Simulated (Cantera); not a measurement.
An isothermal, constant-pressure homogeneous reactor starts with H2 : O2 : N2 = 0.21 : 1 : 2.6 (molar parts), at 1400 K and 2.33 Torr.

Model: the H2/O2 subset of GRI-Mech 3.0, which has no nitrogen chemistry, integrated in Cantera. Radical loss at walls, strong at low pressure, is not modelled. The temperature is held fixed by assumption; the heat of reaction is taken as removed at once.

x: mole fraction; the columns are a selection and need not sum to one.

```tsv
t (s)	x H2	x O2	x HO2	x H	x OH	x O
5.00e-6	0.0551	0.262	3.93e-10	3.90e-10	3.06e-12	3.07e-12
1.92e-5	0.0551	0.262	1.51e-9	1.47e-9	4.41e-11	4.45e-11
7.39e-5	0.0551	0.262	[?]	[?]	5.83e-10	6.04e-10
0.000284	0.0551	0.262	2.23e-8	1.86e-8	6.42e-9	7.17e-9
0.00109	0.0551	0.262	8.55e-8	1.35e-7	8.31e-8	1.03e-7
0.00420	0.0550	0.262	3.14e-7	5.08e-5	3.38e-5	4.26e-5
0.0161	0.00251	0.225	2.08e-7	0.0149	0.00507	0.0275
0.0620	0.00246	0.225	2.08e-7	0.0145	0.00503	0.0270
0.238	0.00233	0.226	2.08e-7	0.0131	0.00491	0.0251
0.916	0.00188	0.230	2.05e-7	0.00889	0.00444	0.0191
3.52	0.000825	0.236	1.72e-7	0.00234	0.00298	0.00772
13.5	0.000112	0.241	6.82e-8	0.000112	0.00111	0.00101
52.0	[?]	0.241	1.57e-8	[?]	[?]	[?]
200	1.53e-6	0.242	1.51e-8	1.78e-7	0.000130	1.37e-5
```

### Question
Complete the blanks.

### Answer

- 7.39e-5, x HO2: 5.81e-9
- 7.39e-5, x H: 5.29e-9
- 52.0, x H2: 1.00e-5
- 52.0, x H: 2.96e-6
- 52.0, x OH: 0.000332
- 52.0, x O: 8.96e-5
